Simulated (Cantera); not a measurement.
Carbon deposition, reforming and gasification: C2H4 + NH3 + N2 + CH4

Feed: 1 mol C2H4, 1.1 mol NH3, 0.77 mol N2, 0.59 mol CH4, at 2.40 mbar.

These are equilibrium values from Cantera (NASA tables, ideal gas, pure condensed phases), not measurements of a reactor. Candidate condensed phases: C, C6H6, C7H8, C8H18; 92 gas species. The numbers say what is thermodynamically allowed, not how fast it happens.

From 1450 °C to 2450 °C the condensed part is C(graphite). At 2650 °C nothing is condensed. The main C-bearing gas is HCN at 1450 °C and C3 at 2650 °C. The share of C in condensed phases is highest at 1450 °C (99.6 %) and lowest at 2650 °C (0.0 %).

```
T (°C)    x H2      x H   x N2      x C3    x HCN      x CN       x C  n C(graphite)
------  ------  -------  -----  --------  -------  --------  --------  -------------
1450     0.781  0.00329  0.213  4.07e-12  0.00169   7.95e-8  1.24e-11           2.58
1650     0.768   0.0168  0.211   1.60e-9  0.00432   1.86e-6   2.26e-9           2.56
1850     0.724   0.0623  0.203   2.00e-7  0.00892   2.35e-5   1.54e-7           2.51
2050     0.618    0.175  0.188   1.06e-5   0.0150  0.000187   5.05e-6           2.44
2250     0.434    0.374  0.163  0.000295   0.0199   0.00103   9.49e-5           2.32
2450     0.225    0.599  0.134   0.00496   0.0205   0.00422   0.00115           2.05
2650    0.0777    0.705  0.106    0.0544   0.0157    0.0136   0.00986              0
```
x: gas mole fraction; n: condensed amount in mol.
